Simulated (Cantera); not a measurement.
A closed system holds: 1 mol SiO2, 3.9 mol HF, 2.7 mol H2, at 1175 K and 1.00 bar.

Cantera equilibrium calculation (NASA polynomials, part measured and part estimated; ideal gas, pure solids and liquids). Candidate condensed phases: H2O, Si, SiO2; 38 gas species. The tables hold silica as quartz up to 1696 K and as liquid above; real silica turns to tridymite and cristobalite and melts near 1996 K. Rates play no part.

Q: What is the equilibrium state?

A: 
```
Property                             Result
--------------------------------  ---------
x(H2)                                 0.448
x(HF)                                 0.268
x(H2O)                                0.189
x(SiF4)                              0.0947
x(SiHF3)                            3.89e-6
x(H2F2)                             1.69e-6
n(SiO2(β-quartz))                 0.429 mol
gas amount                        6.029 mol
log10 activity of Si(s) (absent)     -14.10
```
